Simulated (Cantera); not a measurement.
Feed: 1 mol HF, 0.056 mol O2, 5.5 mol N2, equilibrated at 2025 K and 0.690 bar.

These are equilibrium values from Cantera (NASA tables, ideal gas, pure condensed phases), not measurements of a reactor. Candidate condensed phases: H2O; 40 gas species. Equilibrium is a limit: real reactors are often held back by kinetics, nucleation or transport.

Base state: N2 0.838, HF 0.152, O2 0.00763, NO 0.00161, F 0.000234, H2O 9.82e-5, O 8.50e-5, OH 3.47e-5 (mole fractions); condensed: gas only.

Problem. What changes in the equilibrium state with this change: temperature from 2025 K to 2973.15 K?

Solution. 
| species | before | after |
|---|---|---|
| N2 | 0.838 | 0.830 |
| HF | 0.152 | 0.144 |
| F | 0.000234 | 0.00685 |
| N | 1.42e-9 | 1.28e-5 |
| H | 1.59e-6 | 0.00380 |
| H2 | 4.71e-7 | 0.000473 |
| O | 8.50e-5 | 0.00589 |
| OH | 3.47e-5 | 0.00119 |
